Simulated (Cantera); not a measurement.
Input: 1 mol Si₃N₄, 11 mol NF₃, at 1548 K and 2.80 mbar.

Cantera equilibrium calculation (NASA polynomials, part measured and part estimated; ideal gas, pure solids and liquids). Candidate condensed phases: Si, Si₃N₄; 16 gas species. The numbers say what is thermodynamically allowed, not how fast it happens.

Base state: F 0.667, N₂ 0.238, SiF₄ 0.0952, F₂ 0.000110 (mole fractions); condensed: gas only.

Task: What changes in the equilibrium state with this change: pressure from 2.80 mbar to 0.550 bar?

Result: 
```json
[
 {"species": "F", "before": "0.667", "after": "0.640"},
 {"species": "N₂", "before": "0.238", "after": "0.243"},
 {"species": "SiF₄", "before": "0.0952", "after": "0.0971"},
 {"species": "F₂", "before": "0.000110", "after": "0.0200"}
]
```

Task: What changes in the equilibrium state with this change: temperature from 1548 K to 823 K?

Result: 
```
species    before    after
-------  --------  -------
F₂       0.000110    0.391
N₂          0.238    0.332
F           0.667    0.139
SiF₄       0.0952    0.134
NF₃         <1e-9  0.00463
```
